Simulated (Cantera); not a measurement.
Feed: 1 mol SiHCl3, 6.1 mol H2, held at 1623 K and 17.0 mbar.

Method: chemical equilibrium by Gibbs-energy minimisation in Cantera with the NASA 1993 tables (ideal gas, pure condensed phases). Candidate condensed phases: Si; 19 gas species. The tables' values for SiCl3, SiCl are old estimates; treat these amounts as uncertain. Rates play no part.

Base state: H2 0.741, HCl 0.150, SiCl2 0.106, SiCl3 0.00288, H 0.000456, SiCl4 0.000183, SiHCl3 0.000140, Cl 7.26e-5 (mole fractions); condensed: Si(s).

### Question
What changes in the equilibrium state with this change: temperature from 1623 K to 1873 K?

### Answer
| species | before | after |
|---|---|---|
| H2 | 0.741 | 0.729 |
| HCl | 0.150 | 0.162 |
| SiCl2 | 0.106 | 0.101 |
| Si | 9.20e-6 | 0.000519 |
| SiH | 2.07e-6 | 5.38e-5 |
| SiCl4 | 0.000183 | 1.21e-5 |
| Si(s), mol | 0.119 | 0 |
| Si(l), mol | 0 | 0.158 |
Gases not in the tables: Si2H6 and higher silanes.
